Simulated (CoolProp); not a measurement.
A single-stage vapour-compression cycle with R11: evaporating at 261.15 K (dew point), condensing at 297.15 K (bubble point), superheat 8 K, subcooling 8 K, compressor efficiency 0.6, no pressure losses. Each further row changes one setting.

The numbers come from the reference Helmholtz-energy equation of state, Jacobsen 1992 in CoolProp.

| case | cooling COP | pressure ratio | discharge temperature (K) | refrigerating effect (kJ/kg) | volumetric capacity (kJ/m³) |
|---|---|---|---|---|---|
| as stated | 4.08 | 4.38 | 344.1 | 174 | 253 |
| evaporating temperature 266.15 K | 4.90 | 3.47 | 337.6 | 177 | 319 |
| condensing temperature 292.15 K | 4.80 | 3.66 | 334.7 | 179 | 259 |
| subcooling 13 K | 4.18 | 4.38 | 344.1 | 179 | 259 |
| superheat 18 K | 4.05 | 4.38 | 355.8 | 180 | 251 |
| compressor efficiency 0.5 | 3.40 | 4.38 | 357.8 | 174 | 253 |
